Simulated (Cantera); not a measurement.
Mixture: CH4 : O2 : N2 = 1 : 2.56 : 9.64 (molar parts), equivalence ratio 0.78, at 7500 Torr, adiabatic and at constant volume. Ignition delay is the time to a rise of 400 K.

Cantera simulation using GRI-Mech 3.0 (53 species, 325 reactions); the numbers are that mechanism's predictions, not measurements.

Q: Predict: delay at 1150 K; delay at 1250 K; delay at 1350 K; delay at 1450 K; apparent activation energy between 1400 and 1500 K.

A: 
| Quantity | Result |
|---|---|
| delay at 1150 K | 7.71 ms |
| delay at 1250 K | 2.21 ms |
| delay at 1350 K | 0.717 ms |
| delay at 1450 K | 0.257 ms |
| apparent activation energy between 1400 and 1500 K | 170 kJ/mol |
